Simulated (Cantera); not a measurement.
Cantera run:

```python
import numpy as np
import cantera as ct

gas_names = """
    F FO FO2 F2 F2O H HF HOF HO2 H2 H2F2 H2O H2O2 H3F3 H4F4 H5F5 H6F6 H7F7 O OH O2 O3 Si SiF SiF2 SiF3
    SiF4 SiH SiHF3 SiH2 SiH2F2 SiH3 SiH3F SiH4 SiO SiO2 Si2 Si3
""".split()
cond_names = """
    H2O(s) H2O(L) Si(cr) Si(L) SiO2(Lqz) SiO2(hqz) SiO2(L)
""".split()


# ... load() reads the species with a 1 bar reference pressure and builds the phases ...
atoms = {
    'SiF4': {'Si': 1, 'F': 4},
    'H2O': {'H': 2, 'O': 1},
}
top_T = {}  # K; cautious upper limits of use, not melting points


# ... equilibrate(T, P, feed) seeds the gas with the atoms and calls Mixture.equilibrate('TP', solver="vcs", rtol=1e-11, max_steps=5000) ...
results = []
T = 1100  # K
P = 130  # Pa
for m in [0.62, 2.4, 4.1, 5.8, 7.6, 9.3, 11, 13, 15, 16]:
    feed = {'SiF4': 1, 'H2O': m}  # mol
    mix = equilibrate(T, P, feed)
    results.append((T, P, feed, dict(zip(mix.species_names, mix.species_moles))))

top = {s: max(r[3][s] / sum(r[3][g] for g in gas_names) for r in results) for s in gas_names}
cols = sorted((s for s in top if top[s] > 1e-06), key=lambda s: -top[s])[:6]
seen = [c for c in cond_names if any(r[3].get(c, 0) > 1e-12 for r in results)]
print("log10 of partial pressures in bar; condensed amounts in mol")
print(f"{'n(H2O)':>10s}" + "".join(f"{s[:9]:>10s}" for s in cols + seen))
for T, P, feed, n in results:
    ng = sum(n[g] for g in gas_names)
    print(f"{feed['H2O']:10.4g}" + "".join(f"{np.log10(max(n[s] / ng * P / 1e5, 1e-99)):10.3f}" for s in cols)
          + "".join(f"{n.get(c, 0):10.4g}" for c in seen))
```

Result:

```
log10 of partial pressures in bar; condensed amounts in mol
    n(H2O)        HF       H2O      SiF4        H2        O2 SiO2(hqz)
      0.62    -3.108    -4.486    -3.313    -8.806    -9.120    0.2861
       2.4    -2.977    -3.689    -4.384    -8.275    -8.589    0.8645
       4.1    -3.075    -3.342    -5.471    -8.043    -8.357    0.9842
       5.8    -3.178    -3.197    -6.170    -7.947    -8.261    0.9959
       7.6    -3.267    -3.120    -6.682    -7.895    -8.210    0.9985
       9.3    -3.337    -3.076    -7.052    -7.866    -8.180    0.9992
        11    -3.398    -3.046    -7.355    -7.846    -8.160    0.9996
        13    -3.460    -3.021    -7.653    -7.829    -8.144    0.9997
        15    -3.515    -3.003    -7.907    -7.817    -8.131    0.9998
        16    -3.539    -2.995    -8.021    -7.812    -8.127    0.9999
```

Method: chemical equilibrium by Gibbs-energy minimisation in Cantera with the NASA 1993 tables (ideal gas, pure condensed phases).
